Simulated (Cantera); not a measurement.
Input: 1 mol Si₃N₄, a varied amount of H₂, 13 mol O₂, at 1498 K and 0.00630 bar.

Cantera equilibrium calculation (NASA polynomials, part measured and part estimated; ideal gas, pure solids and liquids). Candidate condensed phases: H₂O, Si, SiO₂, Si₂N₂O, Si₃N₄; 35 gas species. The tables hold silica as quartz up to 1696 K and as liquid above; real silica turns to tridymite and cristobalite and melts near 1996 K. The numbers say what is thermodynamically allowed, not how fast it happens.

Q: At 320 mol H₂, list the 4 most abundant gas species with their mole fractions, and the condensed phases.

A: H₂ 0.931, H₂O 0.0621, N₂ 0.00621, H 0.000209. Condensed: SiO₂(β-quartz).
